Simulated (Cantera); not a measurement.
## Thermodynamics of nitride etching, feed Si₃N₄ + F₂ + N₂

Input: 1 mol Si₃N₄, 1.1 mol F₂, 3.5 mol N₂, at 1100 °C and 0.230 bar.

Cantera equilibrium calculation (NASA polynomials, part measured and part estimated; ideal gas, pure solids and liquids). Candidate condensed phases: Si, Si₃N₄; 16 gas species. The tables' values for SiF₃, SiF₂ are old estimates; treat these amounts as uncertain. Equilibrium is a limit: real reactors are often held back by kinetics, nucleation or transport.

```
Property                              Value
--------------------------------  ---------
x(N₂)                                 0.875
x(SiF₄)                               0.123
x(SiF₃)                             0.00167
x(SiF₂)                             1.65e-5
n(Si₃N₄(s))                       0.816 mol
gas amount                        4.420 mol
log10 activity of Si(s) (absent)      -3.21
```
